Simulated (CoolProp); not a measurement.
Vapour-liquid equilibrium of propane (1) + isobutene (2) at 40.15 °C; x and y are mole fractions of (1).

The numbers come from the multi-fluid Helmholtz-energy mixture model, Lemmon 2009 and Lemmon 2005; pair parameters Bell 2016 in CoolProp.

| x | bubble pressure (MPa) | y at the bubble point | dew pressure at overall composition x (MPa) | liquid density (mol/L) |
|---|---|---|---|---|
| 0.05 | 0.5278 | 0.137 | 0.4904 | 10.16 |
| 0.15 | ? | 0.329 | 0.5335 | ? |
| 0.25 | 0.7186 | 0.462 | ? | 10.25 |
| 0.35 | 0.8028 | 0.566 | 0.6416 | 10.30 |
| 0.45 | ? | 0.653 | 0.7095 | 10.36 |
| 0.55 | ? | 0.730 | 0.7888 | ? |
| 0.65 | 1.051 | 0.800 | 0.8813 | 10.46 |
| 0.75 | ? | 0.863 | 0.9899 | 10.51 |
| 0.85 | 1.230 | 0.922 | 1.119 | 10.55 |
| 0.95 | 1.325 | 0.975 | 1.278 | 10.58 |

### Question
Some entries are withheld; supply them.

### Answer

- 0.15, bubble pressure (MPa): 0.6287
- 0.15, liquid density (mol/L): 10.20
- 0.25, dew pressure at overall composition x (MPa): 0.5835
- 0.45, bubble pressure (MPa): 0.8847
- 0.55, bubble pressure (MPa): 0.9669
- 0.55, liquid density (mol/L): 10.41
- 0.75, bubble pressure (MPa): 1.138

No azeotrope shows between x = 0.05 and 0.95.

Pair parameters are fitted to limited data, so mixtures are less certain than the pure fluids. The gap from Raoult's law changes sign with composition, which may be real or a fault of the pair parameters; it wasn't checked against measurements.
